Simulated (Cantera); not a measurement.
Input: 1 mol CH₃Cl, equilibrated at 3.50 Pa.

Cantera equilibrium calculation (NASA polynomials, part measured and part estimated; ideal gas, pure solids and liquids). Candidate condensed phases: C, C₆H₆, C₇H₈, C₈H₁₈; 91 gas species. Equilibrium is a limit: real reactors are often held back by kinetics, nucleation or transport. All values below are at 2900 °C.

Base state: H 0.603, Cl 0.201, C 0.190, C₂ 0.00409, C₃ 0.00108, H₂ 0.000187, HCl 9.25e-5, C₂H 1.00e-5 (mole fractions); condensed: gas only.

Question: What changes in the equilibrium state with this change: CH₃Cl replaced by CH₂F₂?

Answer: 
```json
[
 {"species": "H", "before": "0.603", "after": "0.397"},
 {"species": "F", "before": "0", "after": "0.396"},
 {"species": "C", "before": "0.190", "after": "0.190"},
 {"species": "Cl", "before": "0.201", "after": "0"},
 {"species": "HF", "before": "0", "after": "0.00969"},
 {"species": "CF", "before": "0", "after": "0.00178"}
]
```
